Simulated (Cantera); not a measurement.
Premixed flame

A freely propagating, adiabatic, planar premixed flame of CH4 : H2 : O2 : N2 : H2O = 1 : 0.7 : 1.68 : 6.88 : 0.83 (molar parts), unburnt at 675 K and 0.380 bar; unity-Lewis-number transport, grid criteria slope 0.08 and curve 0.16, no radiation.

Model: GRI-Mech 3.0 (53 species, 325 reactions), integrated in Cantera. Unity Lewis numbers drop preferential diffusion, which matters most where H2 and H carry the flame. Burning velocities carry a grid error of a few per cent, more on coarse grids.

```
z (mm)  T (K)  u (m/s)     x CH4    x H2      x O2     x CO2    x CH2    x CH2O
------  -----  -------  --------  ------  --------  --------  -------  --------
-3.61     676    0.938    0.0901  0.0631     0.151   1.32e-5    <1e-8   1.06e-6
-2.41     682    0.947    0.0897  0.0632     0.151  0.000117    <1e-8   9.35e-6
-1.81     702    0.976    0.0882  0.0634     0.149  0.000449    <1e-8   3.54e-5
-1.20     796     1.11    0.0814  0.0642     0.139   0.00201    <1e-8  0.000152
-0.602   1153     1.62    0.0542  0.0679     0.101   0.00832  1.19e-7  0.000497
-0.301   1483     2.11    0.0278  0.0714    0.0623    0.0148  8.03e-6  0.000569
0        1796     2.59   0.00540  0.0711    0.0234    0.0227  6.15e-5  0.000288
0.301    1919     2.78  0.000320  0.0651   0.00619    0.0296  1.76e-5   4.23e-5
0.602    1946     2.82   1.27e-5  0.0636   0.00243    0.0339  1.28e-6   2.57e-6
1.20     1967     2.85   5.45e-8  0.0650   0.00141    0.0370  1.24e-8   1.89e-8
2.41     1994     2.88     <1e-8  0.0657  0.001000    0.0378    <1e-8     <1e-8
4.81     2027     2.92     <1e-8  0.0658  0.000609    0.0376    <1e-8     <1e-8
9.63     2058     2.96     <1e-8  0.0659  0.000299    0.0374    <1e-8     <1e-8
```
x: mole fraction of selected species; z is measured from the peak of heat release.

The laminar burning velocity is 93.7 cm/s and the thermal thickness is 1.20 mm. The peak x(CH2) comes out as 6.19e-5. The peak x(CH2O) is 0.000583. The grid points comes out as 142.
